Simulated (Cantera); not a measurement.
An isothermal plug-flow reactor at 925 K and 0.350 bar (inlet), inlet velocity 0.061 m/s, active area per volume 270 1/m; feed 0.307 % CH₄, 9.89 % O₂, 89.8 % N₂, equivalence ratio 0.062.

Computed with Cantera and Deutschmann's 1995 Pt surface mechanism with GRI-Mech 3.0 gas chemistry. Catalytic surfaces can have several steady states; this one follows from the mechanism file's or the stated starting coverage. Mass transfer to the wall is taken as infinitely fast.

Task: Predict: x(CH₄) at z = 0.0042 m; x(O₂) at z = 0.0042 m; x(H₂O) at z = 0.0042 m; x(CO₂) at z = 0.0042 m; x(CO) at z = 0.0042 m; θ(free Pt) at the exit; θ(O*) at the exit.

Result: 
```
Property                  Value
----------------------  -------
x(CH₄) at z = 0.0042 m  0.00128
x(O₂) at z = 0.0042 m    0.0953
x(H₂O) at z = 0.0042 m  0.00356
x(CO₂) at z = 0.0042 m  0.00178
x(CO) at z = 0.0042 m   4.90e-7
θ(free Pt) at the exit    0.170
θ(O*) at the exit         0.829
```
